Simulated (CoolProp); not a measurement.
A single-stage vapour-compression cycle with ethylene: evaporating at 249.15 K (dew point), condensing at 273.15 K (bubble point), superheat 2 K, subcooling 2 K, compressor efficiency 0.9, no pressure losses. Each further row changes one setting.

Model: reference Helmholtz-energy equation of state, Smukala 2000, in CoolProp.

| case | cooling COP | pressure ratio | discharge temperature (K) | refrigerating effect (kJ/kg) | volumetric capacity (kJ/m³) |
|---|---|---|---|---|---|
| as stated | 6.37 | 1.80 | 292.1 | 232 | 9930 |
| evaporating temperature 254.15 K | 8.37 | ? | 288.2 | 230 | 11500 |
| condensing temperature 268.15 K | ? | ? | 283.7 | ? | 10800 |
| subcooling 7 K | 7.00 | 1.80 | 292.1 | 256 | 10900 |
| superheat 12 K | 6.31 | 1.80 | 302.7 | 255 | ? |
| compressor efficiency 0.8 | 5.66 | 1.80 | ? | 232 | 9930 |

Problem. Some entries are withheld; supply them.

Solution. 
- evaporating temperature 254.15 K, pressure ratio: 1.58
- condensing temperature 268.15 K, cooling COP: 8.71
- condensing temperature 268.15 K, pressure ratio: 1.60
- condensing temperature 268.15 K, refrigerating effect (kJ/kg): 253
- superheat 12 K, volumetric capacity (kJ/m³): 9860
- compressor efficiency 0.8, discharge temperature (K): 293.8
